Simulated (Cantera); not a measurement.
## Hydrocarbon pyrolysis for carbon deposition

A perfectly stirred reactor is fed with 0.524 % C2H6, 99.5 % N2, at 0.0133 bar; it is held at 1950 K, and followed from long to short residence time.

Model: GRI-Mech 3.0 (53 species, 325 reactions), integrated in Cantera. GRI-Mech 3.0 stops at C3 and has no aromatics, soot or wall deposition, so with more carbon than oxygen in the feed, carbon stays in small species such as C2H2 where larger ones or solid carbon would form. Radical loss at walls, strong at low pressure, is not modelled.

| τ (s) | x C2H6 | x CH4 | x HCN | x CH3 | x C2H4 |
|---|---|---|---|---|---|
| 8.6 | 7.71e-8 | 3.65e-5 | 0.00313 | 2.95e-5 | 5.38e-7 |
| 3.1 | 2.16e-7 | 7.49e-5 | 0.00208 | 5.77e-5 | 1.86e-6 |
| 1.2 | 5.58e-7 | 0.000131 | 0.00134 | 0.000102 | 5.36e-6 |
| 0.42 | 1.59e-6 | 0.000219 | 0.000816 | 0.000184 | 1.57e-5 |
| 0.15 | 4.39e-6 | 0.000326 | 0.000510 | 0.000320 | 4.15e-5 |
| 0.056 | 1.15e-5 | 0.000437 | 0.000330 | 0.000534 | 9.77e-5 |
| 0.021 | 2.98e-5 | 0.000538 | 0.000213 | 0.000886 | 0.000214 |
| 0.0075 | 8.01e-5 | 0.000598 | 0.000130 | 0.00149 | 0.000446 |
| 0.0028 | 0.000204 | 0.000564 | 7.42e-5 | 0.00241 | 0.000797 |
x: mole fraction; the columns are a selection and need not sum to one.
